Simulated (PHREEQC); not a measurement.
1 kg of water holding 0.37 mol/kgw NaCl and 0.036 mol/kgw SrCl2 is evaporated at 20 °C; the solids stay in contact with the brine. No CO2 enters from the air. Solids allowed: Halite. Others were left out.

All values are PHREEQC results (Pitzer model, pitzer.dat), not measurements.

Q: Predict ionic strength, water activity at water left (kg) = 1, 0.4563, 0.06418, 0.01979, 0.01337.

A: 
```tsv
water left (kg)	ionic strength	water activity
1	0.478	0.986
0.4563	1.05	0.969
0.06418	6.86	0.745
0.01979	8.72	0.715
0.01337	10.2	0.681
```
